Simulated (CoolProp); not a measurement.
Carbon dioxide at 642.53 K and 2.44 MPa is throttled through a valve to 0.232 MPa with no heat exchange. Each further row changes one setting.

The numbers come from the reference Helmholtz-energy equation of state, Span 1996 in CoolProp.

```json
[
 {"case": "as stated", "temperature change (K)": "…", "final density (kg/m³)": "…"},
 {"case": "outlet pressure 0.0696 MPa", "temperature change (K)": "…", "final density (kg/m³)": "…"},
 {"case": "outlet pressure 0.302 MPa", "temperature change (K)": "…", "final density (kg/m³)": "…"}
]
```

Task: Fill in the missing entries.

Result: 
- as stated, temperature change (K): -3.7
- as stated, final density (kg/m³): 1.92
- outlet pressure 0.0696 MPa, temperature change (K): -4.0
- outlet pressure 0.0696 MPa, final density (kg/m³): 0.577
- outlet pressure 0.302 MPa, temperature change (K): -3.6
- outlet pressure 0.302 MPa, final density (kg/m³): 2.50
